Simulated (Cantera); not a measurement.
A freely propagating, adiabatic, planar premixed flame of 40.3 % H₂, 12.6 % O₂, 47.1 % N₂, unburnt at 650 K and 3.60 bar; mixture-averaged transport, grid criteria slope 0.08 and curve 0.16, no radiation.

Model: the H2/O2 subset of GRI-Mech 3.0, which has no nitrogen chemistry, integrated in Cantera. The hydrogen kinetics of GRI-Mech 3.0 are dated; newer H2 mechanisms differ, most at raised pressure. Burning velocities carry a grid error of a few per cent, more on coarse grids.

Question: Predict: laminar burning velocity; thermal thickness; peak x(HO₂); peak x(OH); peak x(H).

Answer: 
```
Property                     Result
------------------------  ---------
laminar burning velocity  1100 cm/s
thermal thickness         0.0890 mm
peak x(HO₂)                0.000654
peak x(OH)                   0.0105
peak x(H)                    0.0706
```
